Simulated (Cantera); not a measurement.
What does this Cantera script print?

```python
import numpy as np
import cantera as ct

surf = ct.Interface("ptcombust.yaml", "Pt_surf")
gas = surf.adjacent["gas"]
gas.TPX = 1075, 100000, {'CH4': 0.0072, 'O2': 0.11, 'N2': 0.79}
surf.TP = 1075, 100000
reactor = ct.FlowReactor(gas, clone=False)
reactor.area = 0.0001  # m2
reactor.surface_area_to_volume_ratio = 160  # 1/m
reactor.mass_flow_rate = 0.097 * reactor.area * gas.density  # inlet velocity 0.097 m/s
reactor.energy_enabled = False
wall = ct.ReactorSurface(surf, reactor, clone=False)
net = ct.ReactorNet([reactor])
net.rtol, net.atol = 1e-8, 1e-16
show, cover = ['CH4', 'O2', 'H2O', 'CO2', 'CO'], ['PT(S)', 'H(S)', 'O(S)', 'OH(S)', 'CO(S)', 'C(S)']

rows = []
print(f"{'z/m':>9s}{'u/(m/s)':>9s}" + "".join(f"{s:>13s}" for s in show + cover))
for z in [9.2e-05, 0.00016, 0.00029, 0.00052, 0.00092, 0.0016, 0.0029, 0.0052, 0.0092]:
    net.advance(z)
    rows.append([reactor.speed, *gas[show].X, *surf[cover].coverages])
    print(f"{z:9.4g}{rows[-1][0]:9.3g}" + "".join(f"{x:13.4e}" for x in rows[-1][1:]))
```

Output:

```
      z/m  u/(m/s)          CH4           O2          H2O          CO2           CO        PT(S)         H(S)         O(S)        OH(S)        CO(S)         C(S)
  9.2e-05    0.097   7.7611e-03   1.2090e-01   3.5023e-04   1.6953e-04   5.4713e-06   2.6975e-01   1.4225e-07   7.2991e-01   3.4037e-04   8.1408e-06   7.2633e-08
  0.00016    0.097   7.6336e-03   1.2065e-01   6.0440e-04   2.9642e-04   5.5050e-06   2.6980e-01   1.7591e-07   7.2977e-01   4.2131e-04   8.0341e-06   7.1487e-08
  0.00029    0.097   7.3951e-03   1.2018e-01   1.0794e-03   5.3363e-04   5.3443e-06   2.6992e-01   2.2580e-07   7.2953e-01   5.4108e-04   7.7951e-06   6.9347e-08
  0.00052    0.097   6.9894e-03   1.1937e-01   1.8859e-03   9.3589e-04   5.0583e-06   2.7015e-01   2.9179e-07   7.2914e-01   6.9897e-04   7.3863e-06   6.5705e-08
  0.00092    0.097   6.3318e-03   1.1807e-01   3.1897e-03   1.5853e-03   4.5966e-06   2.7055e-01   3.7522e-07   7.2854e-01   8.9750e-04   6.7215e-06   5.9778e-08
   0.0016    0.097   5.3434e-03   1.1612e-01   5.1426e-03   2.5562e-03   3.9088e-06   2.7120e-01   4.7462e-07   7.2766e-01   1.1319e-03   5.7145e-06   5.0786e-08
   0.0029    0.097   3.8382e-03   1.1317e-01   8.0982e-03   4.0201e-03   2.9036e-06   2.7224e-01   5.9655e-07   7.2634e-01   1.4155e-03   4.1644e-06   3.6868e-08
   0.0052    0.097   2.0724e-03   1.0975e-01   1.1525e-02   5.6997e-03   2.1627e-06   2.7350e-01   7.1539e-07   7.2481e-01   1.6868e-03   2.3858e-06   2.0163e-08
   0.0092    0.097   6.3888e-04   1.0690e-01   1.4382e-02   7.1137e-03   1.4649e-06   2.7461e-01   8.0366e-07   7.2350e-01   1.8844e-03   8.9150e-07   6.2852e-09
```

Model: Deutschmann's 1995 Pt surface mechanism with GRI-Mech 3.0 gas chemistry, integrated in Cantera. Catalytic surfaces can have several steady states; this one follows from the mechanism file's or the stated starting coverage. Mass transfer to the wall is taken as infinitely fast.
